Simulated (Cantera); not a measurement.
A perfectly stirred reactor is fed with 29.4 % N2O, 0.200 % H2, 70.4 % N2, at 100.0 Torr; it is held at 1525 K, and followed from long to short residence time.

Computed with Cantera and GRI-Mech 3.0 (53 species, 325 reactions). GRI-Mech 3.0 was tuned for natural gas; its chemistry of N2O as a main component is partial and can be far from experiment. The temperature is held fixed by assumption; the heat of reaction is taken as removed at once.

### Question
Predict: x(N2O) at τ = 2.30 s; x(H2) at τ = 2.30 s; x(H) at τ = 2.30 s; x(H2O) at τ = 2.30 s; x(N2O) at τ = 54.0 ms; x(H2) at τ = 54.0 ms; x(H) at τ = 54.0 ms; x(H2O) at τ = 54.0 ms; x(H2O2) at τ = 54.0 ms.

### Answer
| Quantity | Result |
|---|---|
| x(N2O) at τ = 2.30 s | 0.0122 |
| x(H2) at τ = 2.30 s | 2.33e-6 |
| x(H) at τ = 2.30 s | 4.30e-7 |
| x(H2O) at τ = 2.30 s | 0.00172 |
| x(N2O) at τ = 54.0 ms | 0.179 |
| x(H2) at τ = 54.0 ms | 6.02e-5 |
| x(H) at τ = 54.0 ms | 6.12e-7 |
| x(H2O) at τ = 54.0 ms | 0.00179 |
| x(H2O2) at τ = 54.0 ms | 1.10e-9 |
